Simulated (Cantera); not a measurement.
A closed system holds: 1 mol Ta(OEt)₅, 2.9 mol CH₄, held at 1.00 bar.

These are equilibrium values from Cantera (NASA tables, ideal gas, pure condensed phases), not measurements of a reactor. Candidate condensed phases: C, C₆H₆, C₇H₈, C₈H₁₈, H₂O, Ta, TaC, Ta₂O₅; 113 gas species. The feed counts by its element totals alone. The numbers say what is thermodynamically allowed, not how fast it happens. All values below are at 950 K.

Base state: H₂ 0.770, CH₄ 0.0993, CO 0.0712, H₂O 0.0512, CO₂ 0.00848 (mole fractions); condensed: C(graphite) + Ta₂O₅(s).

What changes in the equilibrium state with this change: Ta(OEt)₅ replaced by Ta?


| species | before | after |
|---|---|---|
| H₂ | 0.770 | 0.872 |
| CH₄ | 0.0993 | 0.128 |
| CO | 0.0712 | 0 |
| H₂O | 0.0512 | 0 |
| CO₂ | 0.00848 | 0 |
| C(graphite), mol | 9.69 | 1.24 |
| Ta₂O₅(s), mol | 0.500 | 0 |
| TaC(s), mol | 0 | 1.00 |
TaC: taken at fixed stoichiometry. Condensed phases not in the tables: Ta₂C.
